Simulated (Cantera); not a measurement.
An isothermal, constant-pressure homogeneous reactor starts with H2 : O2 = 0.017 : 1 (molar parts), at 1100 K and 0.0197 atm.

Cantera simulation using GRI-Mech 3.0 (53 species, 325 reactions); the numbers are that mechanism's predictions, not measurements. Radical loss at walls, strong at low pressure, is not modelled.

x: mole fraction; the columns are a selection and need not sum to one.

```csv
t (s),x H2,x O2,x O,x H,x H2O
3.00e-5,0.0167,0.983,2.25e-11,6.49e-11,1.48e-12
0.000119,0.0167,0.983,2.37e-10,1.65e-10,6.13e-11
0.000475,0.0167,0.983,2.65e-9,7.10e-10,2.02e-9
0.00189,0.0167,0.983,3.38e-7,(withheld),4.07e-7
0.00754,0.000644,0.971,0.0105,(withheld),0.0144
0.0300,6.50e-5,0.977,0.00604,(withheld),0.0162
0.119,1.32e-5,0.982,0.00124,(withheld),0.0167
0.475,1.26e-6,0.983,0.000123,(withheld),0.0168
1.89,1.11e-7,0.983,1.14e-5,(withheld),0.0168
7.54,1.35e-8,0.983,1.43e-6,(withheld),0.0169
30.0,2.26e-9,0.983,2.45e-7,1.20e-10,0.0169
```

Problem. What belongs in the gaps?

Solution. 
- 0.00189, x H: 7.11e-8
- 0.00754, x H: 0.00186
- 0.0300, x H: 0.000462
- 0.119, x H: 4.28e-5
- 0.475, x H: 1.34e-6
- 1.89, x H: 3.79e-8
- 7.54, x H: 1.69e-9
